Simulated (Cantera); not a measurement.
Charge: 1 mol (CH₃)₂SiCl₂, 0.25 mol C₃H₈, 76 mol H₂, held at 0.190 bar.

Method: chemical equilibrium by Gibbs-energy minimisation in Cantera with the NASA 1993 tables (ideal gas, pure condensed phases). Candidate condensed phases: C, C₆H₆, C₇H₈, C₈H₁₈, Si, SiC; 109 gas species. The feed counts by its element totals alone. The tables' values for SiCl are old estimates; treat these amounts as uncertain. Gases not in the tables: Si₂H₆ and higher silanes. Rates play no part. All values below are at 2398 K.

Base state: H₂ 0.931, H 0.0349, HCl 0.0231, C₂H₂ (acetylene) 0.00643, Si 0.00210, Cl 0.000617, SiC₂ 0.000401, SiH 0.000275 (mole fractions); condensed: C(graphite) + SiC(s).

Question: What changes in the equilibrium state with this change: H₂ from 76 to 12 mol?

Answer: 
| species | before | after |
|---|---|---|
| H₂ | 0.931 | 0.846 |
| HCl | 0.0231 | 0.104 |
| H | 0.0349 | 0.0333 |
| SiCl₂ | 0.000171 | 0.00382 |
| SiCl₃ | 1.29e-7 | 1.36e-5 |
| Cl | 0.000617 | 0.00291 |
| SiCl | 0.000131 | 0.000619 |
| CH₄ | 2.94e-5 | 2.43e-5 |
| C(graphite), mol | 0.891 | 1.66 |
| SiC(s), mol | 0.696 | 0.864 |
The tables' values for SiCl, SiCl₃ are old estimates; treat these amounts as uncertain.
